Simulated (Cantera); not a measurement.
Feed: 1 mol C3H8, 0.0088 mol O2, 1.9 mol H2, 2.4 mol H2O, held at 950 °C and 1.00 bar.

Method: chemical equilibrium by Gibbs-energy minimisation in Cantera with the NASA 1993 tables (ideal gas, pure condensed phases). Candidate condensed phases: C, C6H6, C7H8, C8H18, H2O; 110 gas species. The numbers say what is thermodynamically allowed, not how fast it happens.

### Question
What is the equilibrium state?

### Answer
* **x(H2)**: 0.765
* **x(CO)**: 0.223
* **x(CH4)**: 0.00779
* **x(H2O)**: 0.00343
* **x(CO2)**: 0.000687
* **n(C(graphite))**: 0.544 mol
* **gas amount**: 10.59 mol
